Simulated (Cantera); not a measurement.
Charge: 1 mol BN, 3.6 mol Cl₂, a varied amount of H₂, at 1300 K and 10.0 mbar.

Equilibrium computed with Cantera from the NASA thermochemical tables; the gas is ideal and each condensed phase is pure. Candidate condensed phases: B, BN, NH₄Cl; 21 gas species. Equilibrium is a limit: real reactors are often held back by kinetics, nucleation or transport.

**Question.** At 42 mol H₂, list the 5 most abundant gas species with their mole fractions, and the condensed phases.

**Answer.** H₂ 0.842, HCl 0.158, BCl₃ 5.09e-5, N₂ 2.57e-5, H 1.02e-5. Condensed: BN(s).
